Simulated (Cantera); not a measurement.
An isothermal, constant-pressure homogeneous reactor starts with CH4 : H2O = 1 : 3.4 (molar parts), at 1450 K and 100.0 Torr. Integrator tolerance rtol = 1e-08.

Detailed kinetics in Cantera: GRI-Mech 3.0 (53 species, 325 reactions).

```csv
quantity,before,after
x(CH4) at 60.0 s,0.0256 (gas-phase equilibrium 6.52e-9),0.0219 (gas-phase equilibrium 3.09e-9)
x(H2O) at 60.0 s,0.446 (gas-phase equilibrium 0.340),0.502 (gas-phase equilibrium 0.414)
x(O2) at 60.0 s,4.53e-12 (gas-phase equilibrium 3.12e-12),7.83e-12 (gas-phase equilibrium 5.79e-12)
x(C2H4) at 60.0 s,0.000548 (gas-phase equilibrium <1e-12),0.000349 (gas-phase equilibrium <1e-12)
x(C2H6) at 60.0 s,2.50e-6 (gas-phase equilibrium <1e-12),2.05e-6 (gas-phase equilibrium <1e-12)
x(OH) at 60.0 s,4.20e-7 (gas-phase equilibrium 3.00e-7),4.99e-7 (gas-phase equilibrium 3.86e-7)
```

Name the change that produced these shifts.
A. H2O 3.4 to 18 parts
B. H2O 3.4 to 4.3 parts
C. CH4 1 to 0.42 parts
D. pressure from 100.0 Torr to 0.220 bar

B, H2O 3.4 to 4.3 parts
